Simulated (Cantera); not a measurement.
Charge: 1 mol H2O, 0.076 mol O2, 1.3 mol H2, at 1148 K and 750000 Pa.

These are equilibrium values from Cantera (NASA tables, ideal gas, pure condensed phases), not measurements of a reactor. Candidate condensed phases: H2O; 9 gas species. Equilibrium is a limit: real reactors are often held back by kinetics, nucleation or transport.

Base state: H2O 0.501, H2 0.499 (mole fractions); condensed: gas only.

What changes in the equilibrium state with this change: H2O replaced by CO2?


```tsv
species	before	after
H2O	0.501	0.294
H2	0.499	0.270
CO	0	0.226
CO2	0	0.209
CH4	0	0.000974
```
Further candidate phases: C, C6H6, C7H8, C8H18.
